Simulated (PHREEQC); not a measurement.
Make-up at 40 °C: 0.12 mol/kgw HF, 4.2e-05 mol/kgw (NH4)2SiF6, 0.085 mol/kgw HBF4 and 0.011 mol/kgw H2SO4. Closed to the air; pH follows from the charge balance.

All values are PHREEQC results (ion-association model, wateq4f.dat), not measurements.

This is a speciation only: nothing precipitates in the calculation.

### Question
Predict the pH.

### Answer
pH 1.09.

### Question
In which forms is S present?

### Answer
HSO4- 84 %, SO4-2 16 % of the S.

Species that the database lacks are ignored. wateq4f.dat counts part of the HF as a dimer, H2F2, which phreeqc.dat doesn't know; its constant is uncertain. Constants without temperature data keep their 25 °C values here. SiF6-2 is the database's only silicon fluoride. Real BF4- forms and hydrolyses slowly; the run takes it at equilibrium.
